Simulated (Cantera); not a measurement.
Source: NASA polynomial tables (part measured, part estimated), evaluated in Cantera. Values are per mole of reaction as written; species without (g) are pure solids or liquids, kept so even where they would boil at 1 bar.

TiCl3(g) ⇌ Ti + 3 Cl(g), with ΔH° = 903.3 kJ and ΔS° = 209.5 J/K at 300 K.

How far is the shortcut ΔG° ≈ ΔH°(300 K) − T·ΔS°(300 K) from the full temperature-dependent value at 373, 423, 473, 523 K?


| T (K) | shortcut (kJ) | full (kJ) | difference (kJ) | difference in log10 K |
|---|---|---|---|---|
| 373 | 825.1 | 825.0 | 0.1 | -0.02 |
| 423 | 814.6 | 814.3 | 0.4 | -0.05 |
| 473 | 804.2 | 803.5 | 0.7 | -0.08 |
| 523 | 793.7 | 792.6 | 1.1 | -0.11 |
The shortcut ignores the heat-capacity change of the reaction.
